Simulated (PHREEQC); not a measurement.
1 kg of water holding 0.094 mol/kgw NaHCO3 and 1.6 mol/kgw Na2CO3 meets 20 L of dry gas (CO2 1 by moles) at fixed total pressure, at 40 °C; fugacities by Peng-Robinson. The gases take part in no redox reaction, some water evaporates into the gas, and hydrates or a liquid gas phase aren't modelled. Nothing may precipitate in this run.

All values are PHREEQC results (Pitzer model, pitzer.dat), not measurements.

| P (atm) | dissolved CO2 (all carbonate carbon) (mol/kgw) | φ of CO2 | pH |
|---|---|---|---|
| 2 | 3.30 | 0.991 | 7.53 |
| 5 | 3.41 | 0.976 | 7.14 |
| 10 | 3.49 | 0.953 | 6.86 |
| 20 | 3.62 | 0.907 | 6.58 |
| 30 | 3.72 | 0.862 | 6.43 |
| 40 | 3.81 | 0.819 | 6.34 |
| 50 | 3.89 | 0.776 | 6.27 |
| 75 | 4.03 | 0.670 | 6.16 |
| 100 | 4.12 | 0.561 | 6.12 |
| 150 | 4.20 | 0.425 | 6.08 |
| 200 | 4.24 | 0.355 | 6.05 |
| 300 | 4.31 | 0.287 | 5.99 |
| 400 | 4.36 | 0.257 | 5.94 |

Along this series the solution becomes supersaturated in solids that the run did not let form, among them Nahcolite. In brines, pH and single-ion activities rest on the MacInnes convention. Constants without temperature data keep their 25 °C values here.
